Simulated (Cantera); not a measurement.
Feed: 1 mol Fe₂O₃, 0.13 mol H₂S, 0.069 mol CO₂, 0.14 mol SO₃, held at 16000 Pa.

These are equilibrium values from Cantera (NASA tables, ideal gas, pure condensed phases), not measurements of a reactor. Candidate condensed phases: C, C₆H₆, C₇H₈, C₈H₁₈, Fe, Fe(CO)₅, FeO, Fe(OH)₂, Fe(OH)₃, FeS, FeSO₄, FeS₂, Fe₂O₃, Fe₂(SO₄)₃, Fe₃O₄, H₂O, H₂SO₄, S; 127 gas species. Mutual solubility and eutectic melting of coexisting phases are not modelled. Kinetics and transport are ignored.

log p: log10 of the partial pressure in bar; n: condensed amount in mol.

| T (K) | log p SO₂ | log p H₂O | log p CO₂ | log p O₂ | n Fe₂O₃(s) | n Fe₃O₄(s) |
|---|---|---|---|---|---|---|
| 798 | -1.04 | -1.35 | -1.63 | <-12 | 0.250 | 0.500 |
| 848 | -1.04 | -1.35 | -1.63 | <-12 | 0.250 | 0.500 |
| 898 | -1.04 | -1.35 | -1.63 | <-12 | 0.250 | 0.500 |
| 948 | -1.04 | -1.35 | -1.63 | [?] | 0.250 | 0.500 |
| 998 | -1.04 | -1.35 | -1.63 | [?] | 0.250 | 0.500 |
| 1048 | -1.04 | -1.35 | -1.63 | [?] | 0.250 | 0.500 |
| 1098 | -1.04 | -1.35 | -1.63 | [?] | 0.250 | 0.500 |
| 1148 | -1.04 | -1.35 | -1.63 | [?] | 0.250 | 0.500 |
| 1198 | -1.04 | -1.35 | -1.63 | [?] | 0.250 | 0.500 |
| 1248 | -1.04 | -1.35 | -1.63 | [?] | 0.250 | 0.500 |
| 1298 | -1.04 | -1.35 | -1.63 | [?] | 0.249 | 0.500 |
| 1348 | -1.04 | -1.35 | -1.63 | [?] | 0.248 | 0.501 |
| 1398 | -1.04 | -1.35 | -1.63 | [?] | 0.243 | 0.505 |
| 1448 | -1.04 | -1.36 | -1.63 | [?] | 0.224 | 0.517 |

### Question
Complete the blanks.

### Answer

- 948, log p O₂: -11.87
- 998, log p O₂: -10.54
- 1048, log p O₂: -9.34
- 1098, log p O₂: -8.27
- 1148, log p O₂: -7.29
- 1198, log p O₂: -6.39
- 1248, log p O₂: -5.57
- 1298, log p O₂: -4.81
- 1348, log p O₂: -4.11
- 1398, log p O₂: -3.46
- 1448, log p O₂: -2.86
